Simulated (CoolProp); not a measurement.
Sulfur dioxide along the isotherm 525 K: fugacity coefficient from the reference equation and from simpler models built on Tc = 430.6 K, pc = 78.87 bar, ω = 0.256; each cubic takes its own stable root.

The numbers come from the reference Helmholtz-energy equation of state, Gao 2016 in CoolProp.

```json
[
 {"p (bar)": "11.8", "phase": "gas", "reference": "0.9748"},
 {"p (bar)": "23.7", "phase": "gas", "reference": "0.9497"},
 {"p (bar)": "35.5", "phase": "gas", "reference": "0.9253"},
 {"p (bar)": "47.3", "phase": "gas", "reference": "0.9012"},
 {"p (bar)": "59.1", "phase": "gas", "reference": "0.8775"},
 {"p (bar)": "71", "phase": "gas", "reference": "0.8541"},
 {"p (bar)": "82.8", "phase": "supercritical", "reference": "0.8313"},
 {"p (bar)": "94.6", "phase": "supercritical", "reference": "0.8090"},
 {"p (bar)": "106", "phase": "supercritical", "reference": "0.7879"},
 {"p (bar)": "118", "phase": "supercritical", "reference": "0.7663"}
]
```

How far does each simpler model (Redlich-Kwong, Peng-Robinson) lie from the reference over these 10 states: mean and median of the absolute difference, and the worst?


- Redlich-Kwong: mean 1.6 %, median 1.6 %, worst -3.0 % at 525 K and 118 bar
- Peng-Robinson: mean 1.7 %, median 1.9 %, worst -2.7 % at 525 K and 118 bar
